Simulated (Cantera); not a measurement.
Charge: 1 mol Al, a varied amount of HCl, 0.66 mol N2, held at 527 °C and 0.0860 bar.

Equilibrium computed with Cantera from the NASA thermochemical tables; the gas is ideal and each condensed phase is pure. Candidate condensed phases: Al, AlCl3, AlN, NH4Cl; 20 gas species. Kinetics and transport are ignored.

Task: Which condensed phases are stable at each of these points (n(HCl) (mol)): 1.7, 2.3, 3, 3.6, 4.2, 4.9, 5.5, 6.2, 6.8, 7.4, 8.1?

Result: 
```csv
n(HCl) (mol),condensed phases,Al condensed (%)
1.7,AlN(s),52.8
2.3,AlN(s),35.9
3,AlN(s),16.2
3.6,gas only,0.0
4.2,gas only,0.0
4.9,gas only,0.0
5.5,gas only,0.0
6.2,gas only,0.0
6.8,gas only,0.0
7.4,gas only,0.0
8.1,gas only,0.0
```

From 1.7 mol HCl to 3 mol HCl the condensed part is AlN(s). From 3.6 mol HCl to 8.1 mol HCl nothing is condensed.
